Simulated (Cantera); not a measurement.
Feed: 1 mol Ti, 30 mol H2O, at 0.00250 bar.

Cantera equilibrium calculation (NASA polynomials, part measured and part estimated; ideal gas, pure solids and liquids). Candidate condensed phases: H2O, Ti, TiO, TiO2, Ti2O3, Ti3O5, Ti4O7; 12 gas species. Kinetics and transport are ignored.

x: gas mole fraction; n: condensed amount in mol.

| T (°C) | x H2O | x H2 | x H | x OH | x O2 | x O | x TiO2 | n TiO2(rutile) | n TiO2(l) |
|---|---|---|---|---|---|---|---|---|---|
| 825 | 0.933 | 0.0667 | 1.28e-7 | 7.87e-9 | <1e-12 | <1e-12 | <1e-12 | 1.00 | 0 |
| 925 | 0.933 | 0.0667 | 9.82e-7 | 1.09e-7 | 1.16e-11 | 1.64e-12 | <1e-12 | 1.00 | 0 |
| 1025 | 0.933 | 0.0667 | 5.53e-6 | 1.00e-6 | 5.50e-10 | 8.00e-11 | <1e-12 | 1.00 | 0 |
| 1125 | 0.933 | 0.0667 | 2.44e-5 | 6.75e-6 | 1.51e-8 | 2.25e-9 | [?] | 1.00 | 0 |
| 1225 | 0.933 | 0.0666 | 8.87e-5 | 3.52e-5 | 2.66e-7 | 4.07e-8 | [?] | 1.00 | 0 |
| 1325 | 0.933 | 0.0666 | 0.000275 | 0.000150 | 3.30e-6 | 5.14e-7 | [?] | 1.00 | 0 |
| 1425 | 0.932 | 0.0666 | 0.000746 | 0.000537 | 3.04e-5 | 4.82e-6 | [?] | 1.000 | 0 |
| 1525 | 0.929 | 0.0669 | 0.00182 | 0.00166 | 0.000216 | 3.51e-5 | [?] | 1.000 | 0 |
| 1625 | 0.921 | 0.0690 | 0.00411 | 0.00448 | 0.00117 | 0.000201 | [?] | 1.000 | 0 |
| 1725 | 0.899 | 0.0763 | 0.00886 | 0.0104 | 0.00449 | 0.000883 | [?] | 0.997 | 0 |
| 1825 | 0.854 | 0.0919 | 0.0187 | 0.0206 | 0.0118 | 0.00298 | [?] | 0.985 | 0 |
| 1925 | 0.778 | 0.115 | 0.0378 | 0.0355 | 0.0231 | 0.00812 | [?] | 0 | 0.934 |

Problem. Some entries are withheld; supply them.

Solution. 
- 1125, x TiO2: 1.07e-11
- 1225, x TiO2: 3.75e-10
- 1325, x TiO2: 8.30e-9
- 1425, x TiO2: 1.26e-7
- 1525, x TiO2: 1.41e-6
- 1625, x TiO2: 1.21e-5
- 1725, x TiO2: 8.33e-5
- 1825, x TiO2: 0.000474
- 1925, x TiO2: 0.00203
